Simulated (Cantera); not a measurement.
Feed: 1 mol Al2O3, 0.07 mol HCl, held at 0.0650 bar.

Cantera equilibrium calculation (NASA polynomials, part measured and part estimated; ideal gas, pure solids and liquids). Candidate condensed phases: Al, AlCl3, Al2O3, H2O; 29 gas species. The numbers say what is thermodynamically allowed, not how fast it happens. All values below are at 925 °C.

Base state: HCl 0.998, H2O 0.00107, AlCl3 0.000712, Cl 8.22e-5, H2 6.16e-5, Cl2 2.05e-5 (mole fractions); condensed: Al2O3(s).

What changes in the equilibrium state with this change: pressure from 0.0650 bar to 1 atm?


```
species          before    after
-------------  --------  -------
HCl               0.998    0.997
H2O             0.00107  0.00185
AlCl3          0.000712  0.00123
Cl              8.22e-5  2.51e-5
H2              6.16e-5  4.24e-5
Cl2             2.05e-5  2.98e-5
Al2O3(s), mol     1.000    1.000
```

What changes in the equilibrium state with this change: Al2O3 replaced by AlN?


```tsv
species	before	after
H2	6.16e-5	0.434
AlCl3	0.000712	0.289
N2	0	0.145
HCl	0.998	0.131
H2O	0.00107	0
AlCl2	<1e-9	0.000200
Al2Cl6	<1e-9	5.67e-5
Cl2	2.05e-5	<1e-9
Al2O3(s), mol	1.000	0
AlN(s), mol	0	0.980
```
The tables' values for AlCl2 are old estimates; treat these amounts as uncertain. Further candidate phases: AlN, NH4Cl.
